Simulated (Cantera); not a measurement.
Mixture: CH3OH : O2 : N2 = 1 : 2 : 5.6 (molar parts), at 0.640 bar, adiabatic and at constant pressure. Ignition delay is the time to a rise of 400 K.

Detailed kinetics in Cantera: GRI-Mech 3.0 (53 species, 325 reactions). GRI-Mech 3.0 was tuned for natural gas; its chemistry of methanol as a main component is partial and can be far from experiment.

### Question
What does this change do: constant volume in place of constant pressure?

### Answer
```json
[
 {"quantity": "delay at 1198 K", "before": "14.7 ms", "after": "14.3 ms"},
 {"quantity": "delay at 1298 K", "before": "3.30 ms", "after": "3.15 ms"},
 {"quantity": "delay at 1398 K", "before": "0.957 ms", "after": "0.892 ms"},
 {"quantity": "delay at 1498 K", "before": "0.345 ms", "after": "0.312 ms"},
 {"quantity": "delay at 1598 K", "before": "0.148 ms", "after": "0.129 ms"},
 {"quantity": "apparent activation energy between 1548 and 1648 K", "before": "160 kJ/mol", "after": "170 kJ/mol"}
]
```

### Question
What does this change do: 0.43 parts H2 added?

### Answer
```
quantity                                                before       after
--------------------------------------------------  ----------  ----------
delay at 1198 K                                        14.7 ms     10.2 ms
delay at 1298 K                                        3.30 ms     2.59 ms
delay at 1398 K                                       0.957 ms    0.805 ms
delay at 1498 K                                       0.345 ms    0.301 ms
delay at 1598 K                                       0.148 ms    0.131 ms
apparent activation energy between 1548 and 1648 K  160 kJ/mol  160 kJ/mol
```
